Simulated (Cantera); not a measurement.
Cantera run, input and output.

```python
import numpy as np
import cantera as ct

gas = ct.Solution("gri30.yaml")
gas.TPX = 1275, 420, {'H2': 0.01, 'O2': 1, 'N2': 2.2}
reactor = ct.IdealGasConstPressureReactor(gas, energy="off", clone=False)
net = ct.ReactorNet([reactor])
net.rtol, net.atol = 1e-08, 1e-18
show = ['H2', 'O2', 'O', 'HO2', 'N2O', 'NO', 'H2O']
times = np.geomspace(0.0001, 4, 13)

steps = ct.SolutionArray(gas, extra=["t"])
rows = []
print(f"{'t/s':>10s}{'T/K':>9s}{'P/Pa':>11s}" + "".join(f"{s:>11s}" for s in show))
for t in times:
    while net.time < t:
        t_next = net.step()
        steps.append(gas.state, t=t_next)
    rows.append([np.interp(t, steps.t, y) for y in (steps.T, steps.P, *steps(*show).X.T)])
    print(f"{t:10.3e}{rows[-1][0]:9.1f}{rows[-1][1]:11.4g}" + "".join(f"{x:11.3e}" for x in rows[-1][2:]))
rate = np.gradient(steps.T, steps.t)
print("integrator steps:", len(steps.t))
if steps.T.max() > steps.T[0] + 200:
    print(f"time of steepest temperature rise: {steps.t[rate.argmax()]:.4e} s")
gas.TPX = 1275, 420, {'H2': 0.01, 'O2': 1, 'N2': 2.2}
gas.equilibrate("TP")
print(f"equilibrium (TP): T = {gas.T:.1f} K  " + "  ".join(f"{s} {gas[s].X[0]:.3e}" for s in show))
```

Result:

```
       t/s      T/K       P/Pa         H2         O2          O        HO2        N2O         NO        H2O
 1.000e-04   1275.0        420  3.115e-03  3.115e-01  1.561e-11  1.066e-10  1.176e-16  2.216e-22  1.815e-13
 2.418e-04   1275.0        420  3.115e-03  3.115e-01  7.899e-11  2.579e-10  2.863e-16  3.228e-21  2.257e-12
 5.848e-04   1275.0        420  3.115e-03  3.115e-01  3.485e-10  6.237e-10  7.039e-16  4.291e-20  2.528e-11
 1.414e-03   1275.0        420  3.115e-03  3.115e-01  1.299e-09  1.508e-09  1.770e-15  4.568e-19  2.362e-10
 3.420e-03   1275.0        420  3.115e-03  3.115e-01  4.785e-09  3.644e-09  4.692e-15  4.223e-18  1.963e-09
 8.270e-03   1275.0        420  3.115e-03  3.115e-01  2.498e-08  8.802e-09  1.395e-14  4.569e-17  1.905e-08
 2.000e-02   1275.0        420  3.115e-03  3.115e-01  4.437e-07  2.140e-08  5.971e-14  1.207e-15  4.678e-07
 4.837e-02   1275.0        420  2.728e-03  3.112e-01  2.559e-04  9.338e-08  9.829e-12  1.055e-12  2.838e-04
 1.170e-01   1275.0        420  1.540e-05  3.086e-01  2.727e-03  7.160e-08  1.081e-09  5.015e-10  2.881e-03
 2.828e-01   1275.0        420  1.252e-05  3.086e-01  2.681e-03  6.891e-08  3.347e-09  1.984e-09  2.895e-03
 6.840e-01   1275.0        420  1.192e-05  3.087e-01  2.546e-03  6.732e-08  5.503e-09  5.983e-09  2.903e-03
 1.654e+00   1275.0        420  1.062e-05  3.089e-01  2.256e-03  6.371e-08  6.310e-09  1.521e-08  2.922e-03
 4.000e+00   1275.0        420  8.218e-06  3.092e-01  1.728e-03  5.617e-08  6.566e-09  3.215e-08  2.956e-03
integrator steps: 654
equilibrium (TP): T = 1275.0 K  H2 4.799e-09  O2 3.103e-01  O 9.660e-07  HO2 1.771e-09  N2O 1.553e-09  NO 3.824e-04  H2O 3.117e-03
```

Computed with Cantera and GRI-Mech 3.0 (53 species, 325 reactions). Radical loss at walls, strong at low pressure, is not modelled.
